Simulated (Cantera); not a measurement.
A Cantera script and what it prints.

```python
import numpy as np
import cantera as ct

gas_names = """
    NO N2O ZrO2
""".split()
cond_names = """
    Zr(a) Zr(b) Zr(L)
""".split()


# ... load() reads the species with a 1 bar reference pressure and builds the phases ...
species = {s.name: s for s in load("nasa_gas.yaml", gas_names) + load("nasa_condensed.yaml", cond_names)}
# Each term lists the table entries of one substance; the one whose range holds T is used.
reactions = {
    '4 NO(g) + Zr = 2 N2O(g) + ZrO2(g)':
        [(-4, ['NO']), (-1, ['Zr(a)', 'Zr(b)', 'Zr(L)']), (2, ['N2O']), (1, ['ZrO2'])],
}


def pick(names, T):
    return next(species[n] for n in names if species[n].thermo.min_temp <= T <= species[n].thermo.max_temp)


results = []
for label, terms in reactions.items():
    print(label)
    print("     T/K   dH/kJ  dS/(J/K)   dG/kJ   log10 K")
    for T in [300, 2725, 2775, 2825, 2875, 2925]:
        used = [(nu, pick(names, T)) for nu, names in terms]
        dH = sum(nu * s.thermo.h(T) for nu, s in used) / 1e6
        dS = sum(nu * s.thermo.s(T) for nu, s in used) / 1e3
        dG = dH - T * dS / 1e3
        logK = -dG * 1e6 / (ct.gas_constant * T * np.log(10))
        results.append((label, T, dH, dS, dG, logK, [s.name for _, s in used]))
        print(f"{T:8g} {dH:8.1f} {dS:8.1f} {dG:8.1f} {logK:8.2f}")
```

It prints:

```
4 NO(g) + Zr = 2 N2O(g) + ZrO2(g)
     T/K   dH/kJ  dS/(J/K)   dG/kJ   log10 K
     300   -488.1   -168.2   -437.6    76.20
    2725   -519.5   -189.8     -2.2     0.04
    2775   -519.9   -190.0      7.3    -0.14
    2825   -520.3   -190.1     16.8    -0.31
    2875   -520.7   -190.2     26.3    -0.48
    2925   -521.0   -190.4     35.8    -0.64
```

Source: NASA polynomial tables (part measured, part estimated), evaluated in Cantera. Condensed species are held in their standard states even where they would react or evaporate.
